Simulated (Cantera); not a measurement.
What does this Cantera script print?

```python
import numpy as np
import cantera as ct

gas_names = """
    F F2 H HF H2 H2F2 H3F3 H4F4 H5F5 H6F6 H7F7 Pb PbF PbF2 PbF4 Pb2
""".split()
cond_names = """
    Pb(cr) Pb(L) PbF2(a) PbF2(b) PbF2(L)
""".split()


# ... load() reads the species with a 1 bar reference pressure and builds the phases ...
atoms = {
    'PbF2': {'Pb': 1, 'F': 2},
    'H2': {'H': 2},
}
top_T = {}  # K; cautious upper limits of use, not melting points


# ... equilibrate(T, P, feed) seeds the gas with the atoms and calls Mixture.equilibrate('TP', solver="vcs", rtol=1e-11, max_steps=5000) ...
results = []
feed = {'PbF2': 1, 'H2': 2.1}  # mol
T = 648.15  # K
P = 20  # Pa
mix = equilibrate(T, P, feed)
results.append((T, P, feed, dict(zip(mix.species_names, mix.species_moles))))
x = sorted(zip(gas.X, gas.species_names), reverse=True)
print(f"T = {T:g} K  P = {P:g} Pa  gas = {mix.phase_moles(0):.4g} mol")
print("   x: " + "  ".join(f"{s} {v:.3e}" for v, s in x if v > 1e-05))
print("   condensed (mol): " + ("  ".join(f"{mix.phase(i).name} {mix.phase_moles(i):.4g}"
      for i in range(1, mix.n_phases) if mix.phase_moles(i) > 1e-12) or "none"))
```

It prints:

```
T = 648.15 K  P = 20 Pa  gas = 3.1 mol
   x: HF 6.452e-01  H2 3.548e-01
   condensed (mol): Pb(L) 1
```

These are equilibrium values from Cantera (NASA tables, ideal gas, pure condensed phases), not measurements of a reactor.
